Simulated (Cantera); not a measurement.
**Sublimation and decomposition of ceramics: MgO + C + H2**

Feed: 1 mol MgO, 0.13 mol C, 0.03 mol H2, equilibrated at 1.40 bar.

Cantera equilibrium calculation (NASA polynomials, part measured and part estimated; ideal gas, pure solids and liquids). Candidate condensed phases: C, C6H6, C7H8, C8H18, H2O, Mg, MgCO3, MgO, Mg(OH)2; 139 gas species. Ions and electrons are included (thermal ionisation). The tables' values for MgH are old estimates; treat these amounts as uncertain. Kinetics and transport are ignored.

From 2500 K to 3000 K the condensed part is MgO(s). From 3500 K to 5000 K nothing is condensed. The main Mg-bearing gas is Mg throughout.

```csv
T (K),x Mg,x CO,x O,x MgO,x O2,x H2,x H,x CO2,x H2O,x OH,n MgO(s)
2500,0.445,0.446,4.36e-7,3.72e-5,1.26e-9,0.0973,0.00663,0.000510,0.000688,9.72e-6,0.870
3000,0.453,0.404,0.00103,0.00651,0.000115,0.0578,0.0321,0.0155,0.0164,0.00302,0.855
3500,0.482,0.0656,0.141,0.146,0.114,0.000798,0.0141,0.0167,0.00168,0.0137,0
4000,0.478,0.0681,0.290,0.0731,0.0532,0.000328,0.0244,0.00372,0.000160,0.00694,0
4500,0.477,0.0654,0.377,0.0315,0.0160,9.11e-5,0.0279,0.000805,1.05e-5,0.00225,0
5000,0.475,0.0639,0.405,0.0139,0.00468,2.79e-5,0.0287,0.000209,8.80e-7,0.000732,0
```
x: gas mole fraction; n: condensed amount in mol.
